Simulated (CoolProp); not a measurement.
Carbonyl sulfide at 293.15 K and 0.447 MPa is compressed adiabatically to 2.86 MPa with isentropic efficiency 0.9. Each further row changes one setting.

Computed with CoolProp (reference Helmholtz-energy equation of state, Lemmon 2006). It is a short technical equation, of lower accuracy than the large ones.

```
case             work (kJ/kg)  final temperature (K)  final density (kg/m³)
---------------  ------------  ---------------------  ---------------------
as stated                93.5                  437.6                   52.5
efficiency 1             84.2                  427.1                   54.4
efficiency 0.65           129                  478.4                   46.6
```
